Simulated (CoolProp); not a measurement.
Values from CoolProp's reference Helmholtz-energy equation of state, Lemmon 2006. It is a short technical equation, of lower accuracy than the large ones.

Problem. For isopentane, give the phase and the cv (kJ/(kg K)), Joule-Thomson coefficient (K/MPa) at 186.9 K and 10.3 bar.

Solution. 
- 186.9 K and 10.3 bar: liquid; cv 1.31, Joule-Thomson coefficient -0.588
